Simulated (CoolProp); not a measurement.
Vapour-liquid equilibrium of R143a (1) + R134a (2) at -38.25 °C; x and y are mole fractions of (1).

Computed with CoolProp (multi-fluid Helmholtz-energy mixture model, Lemmon and Jacobsen 2000 and Tillner-Roth 1994; pair parameters Lemmon 2004).

### Question
Give the bubble pressure and the first vapour's composition at x = 0.35, 0.5, 0.8. Is there an azeotrope?

### Answer
x = 0.35: 89.40 kPa, y = 0.584; x = 0.5: 103.8 kPa, y = 0.722; x = 0.8: 132.8 kPa, y = 0.911. No azeotrope shows between x = 0.05 and 0.95.

Pair parameters are fitted to limited data, so mixtures are less certain than the pure fluids.
